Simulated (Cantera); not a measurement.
A closed system holds: 1 mol B, 0.94 mol Cl2, 8 mol N2, equilibrated at 1550 K and 560000 Pa.

Cantera equilibrium calculation (NASA polynomials, part measured and part estimated; ideal gas, pure solids and liquids). Candidate condensed phases: B, BN; 10 gas species. The tables' values for BCl2 are old estimates; treat these amounts as uncertain. Equilibrium is a limit: real reactors are often held back by kinetics, nucleation or transport.

### Question
What is the equilibrium state?

### Answer
```json
{
  "x(N2)": "0.926",
  "x(BCl3)": "0.0742",
  "x(Cl)": "6.21e-5",
  "x(BCl2)": "1.52e-5",
  "x(Cl2)": "3.29e-6",
  "n(BN(s))": "0.373 mol",
  "gas_amount": "8.440 mol",
  "log10 activity of B(s) (absent)": "-4.21"
}
```
